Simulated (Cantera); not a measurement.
Charge: 1 mol BF3, 34 mol N2, equilibrated at 1948.15 K and 0.00320 bar.

Cantera equilibrium calculation (NASA polynomials, part measured and part estimated; ideal gas, pure solids and liquids). Candidate condensed phases: B, BN; 13 gas species. The tables' values for BF2 are old estimates; treat these amounts as uncertain. Equilibrium is a limit: real reactors are often held back by kinetics, nucleation or transport.

### Question
What is the equilibrium state?

### Answer
* **x(N2)**: 0.971
* **x(BF3)**: 0.0284
* **x(F)**: 0.000156
* **x(BF2)**: 0.000154
* **gas amount**: 35.01 mol
* **log10 activity of B(s) (absent)**: -9.00
